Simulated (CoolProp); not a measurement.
A closed Brayton cycle with nitrogen: compressor inlet 327.15 K and 7 MPa, high pressure 13.2 MPa, turbine inlet 835 K, compressor efficiency 0.85, turbine efficiency 0.9, recuperator effectiveness 0 (on enthalpy, no pinch check). Each further row changes one setting.

Model: reference Helmholtz-energy equation of state, Span 2000, in CoolProp.

```tsv
case	thermal efficiency (%)	net work (kJ/kg)	compressor to turbine work	compressor exit (K)	turbine exit (K)
as stated	11.1	53.4	0.61	404.6	718.1
turbine inlet 785 K	10.7	45.4	0.64	404.6	…
compressor inlet 337.15 K	10.8	50.7	0.63	…	718.1
high pressure 11.2 MPa	…	…	0.58	383.2	746.8
recuperator effectiveness 0.5	…	53.4	0.61	404.6	718.1
```

Question: What belongs in the gaps?

Answer: 
- turbine inlet 785 K, turbine exit (K): 674.0
- compressor inlet 337.15 K, compressor exit (K): 416.9
- high pressure 11.2 MPa, thermal efficiency (%): 8.6
- high pressure 11.2 MPa, net work (kJ/kg): 43.2
- recuperator effectiveness 0.5, thermal efficiency (%): 17.2
